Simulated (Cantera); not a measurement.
A closed system holds: 1 mol NF3, 5.8 mol H2O, at 0.140 bar.

Method: chemical equilibrium by Gibbs-energy minimisation in Cantera with the NASA 1993 tables (ideal gas, pure condensed phases). Candidate condensed phases: H2O; 40 gas species. The numbers say what is thermodynamically allowed, not how fast it happens.

**Question.** At 1675 K, list the 7 most abundant gas species with their mole fractions, and the condensed phases.

**Answer.** H2O 0.502, HF 0.351, O2 0.0873, N2 0.0582, OH 0.000901, NO 0.000461, H2 7.01e-5. Condensed: gas only.
